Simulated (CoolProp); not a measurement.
Properties of R1233zd(E) along the isotherm 419.6 K.

Computed with CoolProp (reference Helmholtz-energy equation of state, Akasaka 2022).

| p (bar) | phase | Z | cp (kJ/(kg K)) | cv (kJ/(kg K)) | speed of sound (m/s) | isothermal compressibility (1/MPa) | expansivity (1/kK) |
|---|---|---|---|---|---|---|---|
| 16.3 | gas | 0.7763 | 1.126 | 0.9268 | 136.3 | 0.8332 | 5.579 |
| 32.6 | liquid | 0.1416 | 1.780 | 0.9835 | 228.4 | 0.04030 | 8.116 |
| 48.9 | liquid | 0.2023 | 1.582 | 0.9727 | 278.8 | 0.02313 | 5.510 |
| 65.1 | liquid | 0.2609 | 1.497 | 0.9670 | 315.4 | 0.01667 | 4.431 |
| 81.4 | liquid | 0.3185 | 1.446 | 0.9633 | 345.4 | 0.01316 | 3.803 |
| 97.7 | liquid | 0.3749 | 1.411 | 0.9609 | 371.1 | 0.01094 | 3.382 |
| 114 | liquid | 0.4303 | 1.386 | 0.9592 | 393.9 | 0.009393 | 3.075 |
| 130 | liquid | 0.4838 | 1.366 | 0.9581 | 414.1 | 0.008272 | 2.843 |
| 147 | liquid | 0.5399 | 1.349 | 0.9572 | 433.8 | 0.007355 | 2.646 |
| 163 | liquid | 0.5919 | 1.336 | 0.9567 | 450.9 | 0.006670 | 2.494 |
| 179 | liquid | 0.6434 | 1.325 | 0.9564 | 466.9 | 0.006109 | 2.365 |
